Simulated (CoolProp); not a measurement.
500 sccm (0 °C, 1 atm) of nitrogen bubbles through liquid water at 300.3 K and leaves saturated at a total pressure of 0.0701 MPa (ideal gas phase). Each further row changes one setting.

Values from CoolProp's reference Helmholtz-energy equation of state, Wagner 2002.

```
case                      vapour pressure (kPa)  mole fraction of vapour  delivery (mg/min)  delivery (sccm)  change of delivery for a bath 1 K warmer (%)
------------------------  ---------------------  -----------------------  -----------------  ---------------  --------------------------------------------
as stated                                  3.60                   0.0514               21.8             27.1                                           6.4
bath temperature 305.3 K                   4.80                   0.0685               29.5             36.8                                           6.2
total pressure 0.14 MPa                    3.60                   0.0257               10.6             13.2                                           6.2
```
